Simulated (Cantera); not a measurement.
A perfectly stirred reactor is fed with N₂O : O₂ = 1 : 0.51 (molar parts), at 495 Torr; it is held at 1475 K, and followed from long to short residence time.

Cantera simulation using GRI-Mech 3.0 (53 species, 325 reactions); the numbers are that mechanism's predictions, not measurements. GRI-Mech 3.0 was tuned for natural gas; its chemistry of N2O as a main component is partial and can be far from experiment. The temperature is held fixed by assumption; the heat of reaction is taken as removed at once.

Task: What does this change do: 0.1 parts H2O added?

Result: 
| quantity | before | after |
|---|---|---|
| x(N₂O) at τ = 11.0 s | 0.00294 | 0.00224 |
| x(O₂) at τ = 11.0 s | 0.487 | 0.468 |
| x(O) at τ = 11.0 s | 7.68e-6 | 7.31e-6 |
| x(N₂) at τ = 11.0 s | 0.481 | 0.462 |
| x(NO₂) at τ = 11.0 s | 0.000163 | 0.000126 |
| x(N₂O) at τ = 55.0 ms | 0.238 | 0.194 |
| x(O₂) at τ = 55.0 ms | 0.410 | 0.401 |
| x(O) at τ = 55.0 ms | 4.44e-5 | 4.36e-5 |
| x(N₂) at τ = 55.0 ms | 0.285 | 0.299 |
| x(NO₂) at τ = 55.0 ms | 0.000313 | 0.000549 |

Task: What does this change do: temperature 1475 to 1275 K?

Result: 
```json
[
 {"quantity": "x(N₂O) at τ = 11.0 s", "before": "0.00294", "after": "0.0420"},
 {"quantity": "x(O₂) at τ = 11.0 s", "before": "0.487", "after": "0.475"},
 {"quantity": "x(O) at τ = 11.0 s", "before": "7.68e-6", "after": "1.85e-6"},
 {"quantity": "x(N₂) at τ = 11.0 s", "before": "0.481", "after": "0.449"},
 {"quantity": "x(NO₂) at τ = 11.0 s", "before": "0.000163", "after": "0.000231"},
 {"quantity": "x(N₂O) at τ = 55.0 ms", "before": "0.238", "after": "0.598"},
 {"quantity": "x(O₂) at τ = 55.0 ms", "before": "0.410", "after": "0.351"},
 {"quantity": "x(O) at τ = 55.0 ms", "before": "4.44e-5", "after": "5.14e-6"},
 {"quantity": "x(N₂) at τ = 55.0 ms", "before": "0.285", "after": "0.0452"},
 {"quantity": "x(NO₂) at τ = 55.0 ms", "before": "0.000313", "after": "3.80e-5"}
]
```
The mechanism lacks the step 2 NO + O2 → 2 NO2, which can matter for NO2 below about 1400 K.
